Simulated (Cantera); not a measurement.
What does this Cantera script print?

```python
import numpy as np
import cantera as ct

gas_names = """
    C2H2,acetylene C2H6
""".split()
cond_names = """
    C(gr)
""".split()


def load(file, names, dense=False):
    # The tables refer to 1 bar. Condensed volumes are neglected.
    table = {s.name: s for s in ct.Species.list_from_file(file)}
    out = []
    for n in names:
        d = dict(table[n].input_data)
        d["thermo"] = dict(d["thermo"], **{"reference-pressure": 1e5})
        if dense:
            d["equation-of-state"] = {"model": "constant-volume", "density": "1e6 g/cm^3"}
        out.append(ct.Species.from_dict(d))
    return out


species = {s.name: s for s in load("nasa_gas.yaml", gas_names) + load("nasa_condensed.yaml", cond_names)}
# Each term lists the table entries of one substance; the one whose range holds T is used.
reactions = {
    '3 C2H2(g) = C2H6(g) + 4 C':
        [(-3, ['C2H2,acetylene']), (1, ['C2H6']), (4, ['C(gr)'])],
}


def pick(names, T):
    return next(species[n] for n in names if species[n].thermo.min_temp <= T <= species[n].thermo.max_temp)


results = []
for label, terms in reactions.items():
    print(label)
    print("     T/K   dH/kJ  dS/(J/K)   dG/kJ   log10 K")
    for T in [300, 1273, 1423, 1573, 1723, 1873, 2023, 2173, 2323, 2473]:
        used = [(nu, pick(names, T)) for nu, names in terms]
        dH = sum(nu * s.thermo.h(T) for nu, s in used) / 1e6
        dS = sum(nu * s.thermo.s(T) for nu, s in used) / 1e3
        dG = dH - T * dS / 1e3
        logK = -dG * 1e6 / (ct.gas_constant * T * np.log(10))
        results.append((label, T, dH, dS, dG, logK, [s.name for _, s in used]))
        print(f"{T:8g} {dH:8.1f} {dS:8.1f} {dG:8.1f} {logK:8.2f}")
```

Result:

```
3 C2H2(g) = C2H6(g) + 4 C
     T/K   dH/kJ  dS/(J/K)   dG/kJ   log10 K
     300   -768.5   -350.9   -663.3   115.48
    1273   -777.8   -375.4   -299.9    12.31
    1423   -776.1   -374.2   -243.7     8.95
    1573   -774.2   -372.9   -187.7     6.23
    1723   -772.1   -371.6   -131.9     4.00
    1873   -769.8   -370.3    -76.2     2.13
    2023   -767.4   -369.1    -20.8     0.54
    2173   -765.0   -367.9     34.5    -0.83
    2323   -762.5   -366.8     89.6    -2.02
    2473   -760.0   -365.8    144.6    -3.05
```

Source: NASA polynomial tables (part measured, part estimated), evaluated in Cantera. Condensed species are held in their standard states even where they would react or evaporate.
